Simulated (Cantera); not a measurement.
**Diamond growth**

A diamond (100) surface in a fixed gas of H2 with x(CH4) = 0.0021, x(H) = 0.0091, x(CH3) = 1.6e-05, 0.170 bar; coverages are run to steady state.

Detailed kinetics in Cantera: the Harris–Goodwin 1993 mechanism for the reconstructed diamond (100) surface.

```json
[
 {"T (K)": "925", "growth (µm/h)": "0.988", "θ c6HH": "0.666", "θ c6H*": "0.0125", "θ c6*H": "0.314", "θ c6**": "0.00549", "θ c6HM": "0.00133"},
 {"T (K)": "975", "growth (µm/h)": "1.28", "θ c6HH": "0.619", "θ c6H*": "0.0165", "θ c6*H": "0.355", "θ c6**": "0.00816", "θ c6HM": "0.00106"},
 {"T (K)": "1025", "growth (µm/h)": "1.60", "θ c6HH": "0.574", "θ c6H*": "0.0209", "θ c6*H": "0.392", "θ c6**": "0.0116", "θ c6HM": "0.000857"},
 {"T (K)": "1075", "growth (µm/h)": "1.90", "θ c6HH": "0.531", "θ c6H*": "0.0257", "θ c6*H": "0.426", "θ c6**": "0.0159", "θ c6HM": "0.000687"},
 {"T (K)": "1125", "growth (µm/h)": "2.14", "θ c6HH": "0.492", "θ c6H*": "0.0308", "θ c6*H": "0.455", "θ c6**": "0.0210", "θ c6HM": "0.000536"},
 {"T (K)": "1175", "growth (µm/h)": "2.20", "θ c6HH": "0.456", "θ c6H*": "0.0360", "θ c6*H": "0.480", "θ c6**": "0.0270", "θ c6HM": "0.000389"},
 {"T (K)": "1225", "growth (µm/h)": "1.98", "θ c6HH": "0.424", "θ c6H*": "0.0414", "θ c6*H": "0.501", "θ c6**": "0.0337", "θ c6HM": "0.000249"},
 {"T (K)": "1275", "growth (µm/h)": "1.58", "θ c6HH": "0.394", "θ c6H*": "0.0468", "θ c6*H": "0.517", "θ c6**": "0.0411", "θ c6HM": "0.000137"},
 {"T (K)": "1325", "growth (µm/h)": "1.22", "θ c6HH": "0.368", "θ c6H*": "0.0521", "θ c6*H": "0.531", "θ c6**": "0.0490", "θ c6HM": "6.66e-5"},
 {"T (K)": "1375", "growth (µm/h)": "0.999", "θ c6HH": "0.345", "θ c6H*": "0.0573", "θ c6*H": "0.541", "θ c6**": "0.0574", "θ c6HM": "3.01e-5"}
]
```
θ: site fractions in the mechanism's names (c6HH fully hydrogenated, c6H* and c6*H radical sites, c6** diradical, c6HM methylated).
